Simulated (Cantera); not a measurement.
**Silicon oxide and oxynitride deposition: SiH₂Cl₂ + O₃ + N₂**

Charge: 1 mol SiH₂Cl₂, 0.53 mol O₃, 2.9 mol N₂, held at 1898 K and 0.500 bar.

Method: chemical equilibrium by Gibbs-energy minimisation in Cantera with the NASA 1993 tables (ideal gas, pure condensed phases). Candidate condensed phases: H₂O, NH₄Cl, Si, SiO₂, Si₂N₂O, Si₃N₄; 47 gas species. The tables' values for SiCl₃ are old estimates; treat these amounts as uncertain. The tables hold silica as quartz up to 1696 K and as liquid above; real silica turns to tridymite and cristobalite and melts near 1996 K. Rates play no part.

The x(N₂) is 0.588. The x(HCl) comes out as 0.319, the x(H₂) comes out as 0.0430 and the x(SiCl₂) comes out as 0.0222. The x(SiO) is 0.0142 and the x(SiCl₃) is 0.00810. The x(SiCl₄) is 0.00401 and the x(Cl) is 0.00128. The x(H) comes out as 0.000229 and the n(SiO₂(condensed)) comes out as 0.760 mol. The gas amount comes out as 4.933 mol and the log10 activity of Si(l) (absent) comes out as -2.46.
